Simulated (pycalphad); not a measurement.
Computed with pycalphad from the COST 507 light-alloy database (1999), at 1 atm. No gas phase is included, though pure Mg would boil below 1377 °C. The database dates from 1999; later assessments differ in places, in temperatures and in the compounds included. Diffusion is slow at the low end, where real alloys seldom reach equilibrium.

Molar enthalpy of Al-1.552Mg-0.2502Si (wt.%) in equilibrium (SER reference):

| T (°C) | H (kJ/mol) | phases |
|---|---|---|
| 1377 | 51.49 | LIQUID |
| 1277 | 48.31 | LIQUID |
| 1177 | 45.13 | LIQUID |
| 1077 | 41.95 | LIQUID |
| 977 | 38.78 | LIQUID |
| 877 | 35.60 | LIQUID |
| 777 | 32.42 | LIQUID |
| 727 | 30.83 | LIQUID |
| 677 | 29.24 | LIQUID |
| 577 | 15.65 | FCC_A1 |
| 527 | 13.95 | FCC_A1 + MG2SI |
| 477 | 12.31 | FCC_A1 + MG2SI |
| 377 | 9.32 | FCC_A1 + MG2SI |
| 277 | 6.51 | FCC_A1 + MG2SI |
| 177 | 3.82 | FCC_A1 + MG2SI |
| 77 | 1.22 | FCC_A1 + MG2SI + ALMG_BETA |

Cooling from 677 °C to 577 °C, across the freezing range, releases 13.6 kJ/mol, or 504 J/g. The slope is 32 J/(mol K) in the liquid and 34 J/(mol K) just below the solidus, where it includes any heat of precipitation. Liquidus 651 °C, solidus 614 °C. Changes were sought between steps of 50 K, so a narrower field can be missed.

Database names, with the compositions (at.%) that they take in these runs: MG2SI: Mg 67 Si 33; ALMG_BETA: Al 61 Mg 39. FCC_A1 is fcc.
